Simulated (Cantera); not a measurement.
A perfectly stirred reactor is fed with 8.59 % CH4, 3.18 % H2, 15.6 % O2, 58.8 % N2, 13.7 % H2O, equivalence ratio 1.2, at 0.460 bar; it is adiabatic with a 575 K inlet, and is followed from long to short residence time, starting on the burning branch (τ in s: 0.021, 0.011, 0.0061, 0.0033, 0.0018, 0.00094, 0.0005, 0.00027, 0.00014, 7.7e-05, 4.1e-05).

Model: GRI-Mech 3.0 (53 species, 325 reactions), integrated in Cantera.

Question: Predict: blow-out, bracketed by the residence times tried; x(CH4) at τ = 21.0 ms; x(H2) at τ = 21.0 ms; x(O2) at τ = 21.0 ms; x(OH) at τ = 21.0 ms; x(HCN) at τ = 21.0 ms; x(CH4) at τ = 0.940 ms; x(H2) at τ = 0.940 ms; x(O2) at τ = 0.940 ms; x(OH) at τ = 0.940 ms; x(HCN) at τ = 0.940 ms.

Answer: 
```
Item                                                                             Value
------------------------------------------------  ------------------------------------
blow-out, bracketed by the residence times tried  burning at 0.270 ms, out at 0.140 ms
x(CH4) at τ = 21.0 ms                                                          2.47e-5
x(H2) at τ = 21.0 ms                                                            0.0346
x(O2) at τ = 21.0 ms                                                           0.00162
x(OH) at τ = 21.0 ms                                                           0.00400
x(HCN) at τ = 21.0 ms                                                          1.95e-6
x(CH4) at τ = 0.940 ms                                                        0.000234
x(H2) at τ = 0.940 ms                                                           0.0395
x(O2) at τ = 0.940 ms                                                          0.00733
x(OH) at τ = 0.940 ms                                                          0.00677
x(HCN) at τ = 0.940 ms                                                         3.63e-6
```
